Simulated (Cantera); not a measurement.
Source: NASA polynomial tables (part measured, part estimated), evaluated in Cantera. Values are per mole of reaction as written; species without (g) are pure solids or liquids, kept so even where they would boil at 1 bar.

Between 300 and 1548 K, where is each reaction favourable under standard conditions?
- NO2(g) + 2 NbO2 → Nb2O5 + NO(g)


- NO2(g) + 2 NbO2 → Nb2O5 + NO(g): ΔG° is -252 kJ at 300 K and -249 kJ at 1548 K; it stays negative (K > 1). ΔH° is -267 kJ and ΔS° -12 J/K at 1548 K.
